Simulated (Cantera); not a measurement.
Cantera with NASA thermochemical tables; ideal gases at 1 bar, condensed phases pure. Values are per mole of reaction as written; species without (g) are pure solids or liquids, kept so even where they would boil at 1 bar.

Between 525 and 1525 K, where is each reaction favourable under standard conditions?
- Sr(OH)2 → O(g) + 2 H(g) + SrO


- Sr(OH)2 → O(g) + 2 H(g) + SrO: ΔG° is 877 kJ at 525 K and 548 kJ at 1525 K; it stays positive (K < 1). ΔH° is 1016 kJ and ΔS° 307 J/K at 1525 K.
